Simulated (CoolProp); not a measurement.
Computed with CoolProp (reference Helmholtz-energy equation of state, Fiedler 2023).

Problem. Give the vapour pressure (bar), vapour density (kg/m³), enthalpy of vaporisation (kJ/kg), liquid cp (kJ/(kg K)) of saturated tetrahydrofuran at 12.95, 83.15 °C.

Solution. 
```tsv
T (°C)	p (bar)	vapour density (kg/m³)	enthalpy of vaporisation (kJ/kg)	liquid cp (kJ/(kg K))
12.95	0.124	0.378	454	1.68
83.15	1.72	4.36	403	1.96
```
